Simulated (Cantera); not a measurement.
Source: NASA polynomial tables (part measured, part estimated), evaluated in Cantera. Values are per mole of reaction as written; species without (g) are pure solids or liquids, kept so even where they would boil at 1 bar. ZrN: taken at fixed stoichiometry.

2 H₂(g) + ZrO₂(g) + NO₂(g) = 2 H₂O₂(g) + ZrN

| T (K) | ΔH° (kJ) | ΔS° (J/K) | ΔG° (kJ) | log10 K |
|---|---|---|---|---|
| 523 | -388.3 | -273.6 | -245.2 | 24.49 |
| 623 | … | … | … | … |
| 723 | -388.6 | -274.2 | -190.4 | 13.75 |
| 823 | -388.4 | -273.9 | -163.0 | 10.34 |
| 923 | -387.9 | -273.4 | -135.6 | 7.67 |
| 1023 | -387.2 | -272.7 | -108.3 | 5.53 |
| 1123 | … | … | … | … |
| 1223 | -385.1 | -270.8 | -53.9 | 2.30 |

Q: What belongs in the gaps?

A: 
- 623, ΔH° (kJ): -388.6
- 623, ΔS° (J/K): -274.2
- 623, ΔG° (kJ): -217.8
- 623, log10 K: 18.26
- 1123, ΔH° (kJ): -386.3
- 1123, ΔS° (J/K): -271.8
- 1123, ΔG° (kJ): -81.1
- 1123, log10 K: 3.77
